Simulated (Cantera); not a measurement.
A perfectly stirred reactor is fed with NO : N2 = 1 : 17 (molar parts), at 0.133 bar; it is held at 1898 K, and followed from long to short residence time.

Cantera simulation using GRI-Mech 3.0 (53 species, 325 reactions); the numbers are that mechanism's predictions, not measurements.

Q: What does this change do: 0.058 parts H2O added?

A: 
| quantity | before | after |
|---|---|---|
| x(NO) at τ = 5.10 s | 0.0509 | 0.0498 |
| x(O2) at τ = 5.10 s | 0.00231 | 0.00276 |
| x(NO2) at τ = 5.10 s | 4.51e-6 | 4.29e-6 |
| x(O) at τ = 5.10 s | 4.55e-5 | 4.38e-5 |
| x(N2O) at τ = 5.10 s | 1.12e-6 | 9.37e-7 |
| x(NO) at τ = 28.0 ms | 0.0555 | 0.0554 |
| x(O2) at τ = 28.0 ms | 2.39e-6 | 1.54e-5 |
| x(NO2) at τ = 28.0 ms | 9.11e-7 | 1.02e-6 |
| x(O) at τ = 28.0 ms | 8.66e-6 | 2.67e-6 |
| x(N2O) at τ = 28.0 ms | 1.11e-6 | 1.05e-6 |
